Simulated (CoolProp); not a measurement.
R404A along the isobar 90.8 bar: density (kg/m³) from the reference equation and from simpler models built on Tc = 345.3 K, pc = 37.35 bar, ω = 0.293; each cubic takes its own stable root.

Computed with CoolProp (reference Helmholtz-energy equation of state, Lemmon 2003). It is a pseudo-pure fit of the blend.

```csv
T (K),phase,reference
263.4,liquid,1224
283.1,liquid,1162
302.8,liquid,1094
322.5,liquid,1017
342.3,liquid,925.7
362,supercritical,814.6
381.7,supercritical,677.4
401.4,supercritical,533.5
421.1,supercritical,427.8
440.8,supercritical,360.7
460.6,supercritical,315.9
480.3,supercritical,283.8
500,supercritical,259.5
```

Problem. How far does each simpler model (van der Waals, Redlich-Kwong, Soave-Redlich-Kwong, Peng-Robinson) lie from the reference over these 13 states: mean and median of the absolute difference, and the worst?

Solution. 
- van der Waals: mean 22.1 %, median 20.0 %, worst -38.8 % at 263.4 K and 90.8 bar
- Redlich-Kwong: mean 9.6 %, median 10.8 %, worst -15.9 % at 322.5 K and 90.8 bar
- Soave-Redlich-Kwong: mean 12.3 %, median 12.2 %, worst -17.4 % at 381.7 K and 90.8 bar
- Peng-Robinson: mean 4.6 %, median 3.7 %, worst -10.4 % at 381.7 K and 90.8 bar
